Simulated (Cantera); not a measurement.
A closed system holds: 1 mol SiF4, 0.64 mol NH3, 1.1 mol H2, 0.24 mol N2, at 9.00 Torr.

Method: chemical equilibrium by Gibbs-energy minimisation in Cantera with the NASA 1993 tables (ideal gas, pure condensed phases). Candidate condensed phases: Si, Si3N4; 37 gas species. The tables' values for SiF3, SiF2 are old estimates; treat these amounts as uncertain. The numbers say what is thermodynamically allowed, not how fast it happens.

x: gas mole fraction; n: condensed amount in mol.

```csv
T (°C),x H2,x SiF4,x N2,x HF,x SiF3,x SiHF3,n Si3N4(s)
675,0.569,0.276,0.155,0.000498,9.63e-6,0.000277,6.36e-5
725,0.568,0.276,0.155,0.000763,3.15e-5,0.000429,9.10e-5
775,0.568,0.275,0.155,0.00112,9.16e-5,0.000637,0.000118
825,0.568,0.275,0.155,___,0.000241,___,___
875,0.567,0.274,0.155,0.00219,0.000584,0.00126,9.99e-5
925,0.566,0.273,0.155,0.00298,0.00128,0.00167,0
975,0.565,0.272,0.155,0.00438,0.00239,0.00194,0
1025,0.564,0.269,0.154,0.00640,0.00411,0.00217,0
1075,0.561,0.266,0.154,___,0.00663,0.00235,0
1125,0.558,0.262,0.154,0.0132,0.0102,0.00248,0
```

Complete the blanks.


- 1075, x HF: 0.00925
- 825, x HF: 0.00159
- 825, x SiHF3: 0.000912
- 825, n Si3N4(s): 0.000131
